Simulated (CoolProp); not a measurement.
The fluid at 298.15 K and 2.07 MPa flows at 2 m/s in a round tube of 10 mm bore and 1.5 µm roughness, fully developed (64/Re and Nu = 3.66 if laminar; Colebrook and Gnielinski if turbulent). The same conditions are run with several fluids, on thermodynamics alone (safety and materials aside).

The numbers come from the reference Helmholtz-energy equation of state of each fluid (n-heptane: Span 2003; R134a: Tillner-Roth 1994; n-pentane: Thol 2019; ethanol: Schroeder 2014; n-nonane: Lemmon 2006) in CoolProp.

```tsv
fluid	Reynolds number	Darcy friction factor	pressure drop (Pa/m)	heat-transfer coefficient (W/(m² K))	mass flow (kg/h)
n-heptane	34200	0.0232	3160	2990	385
R134a	122000	0.0181	4410	4350	687
n-pentane	67400	0.0202	2520	3750	353
ethanol	14400	0.0284	4470	2480	445
n-nonane	21400	0.0258	3690	2450	405
```

Transport values come from each fluid's own correlations; those of R134a, n-pentane are estimates that may be off by 10 % or more.
